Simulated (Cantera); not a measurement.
A closed system holds: 1 mol HF, 1.1 mol O₂, at 2075 K and 0.133 bar.

Equilibrium computed with Cantera from the NASA thermochemical tables; the gas is ideal and each condensed phase is pure. Candidate condensed phases: H₂O; 22 gas species. The numbers say what is thermodynamically allowed, not how fast it happens.

Base state: O₂ 0.521, HF 0.474, O 0.00230, F 0.00175, H₂O 0.000629, OH 0.000480 (mole fractions); condensed: gas only.

Problem. What changes in the equilibrium state with this change: temperature from 2075 K to 2448.15 K?

Solution. 
| species | before | after |
|---|---|---|
| O₂ | 0.521 | 0.503 |
| HF | 0.474 | 0.462 |
| O | 0.00230 | 0.0217 |
| H | 7.95e-6 | 0.000321 |
| H₂ | 1.19e-6 | 3.46e-5 |
| OH | 0.000480 | 0.00352 |
